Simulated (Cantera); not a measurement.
Charge: 1 mol C6H6, 1.4 mol H2O, 35 mol H2, at 925 K and 1.00 bar.

These are equilibrium values from Cantera (NASA tables, ideal gas, pure condensed phases), not measurements of a reactor. Candidate condensed phases: C, C6H6, C7H8, C8H18, H2O; 110 gas species. The numbers say what is thermodynamically allowed, not how fast it happens.

Problem. What is the equilibrium state?

Solution. 
```
Quantity           Result
--------------  ---------
x(H2)               0.811
x(CH4)              0.149
x(H2O)             0.0210
x(CO)              0.0174
x(CO2)           0.000909
x(C2H6)           2.38e-6
n(C(graphite))  0.159 mol
gas amount      34.83 mol
```
